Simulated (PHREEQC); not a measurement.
Solution (25 °C): 27 mmol/kgw LiF. Closed to the air; pH follows from the charge balance.

Equilibrium calculation in PHREEQC: ion-association model, wateq4f.dat.

This is a speciation only: nothing precipitates in the calculation.

### Question
Estimate the pH.

### Answer
pH 7.76.

Complexes and solids missing from the database can't appear.
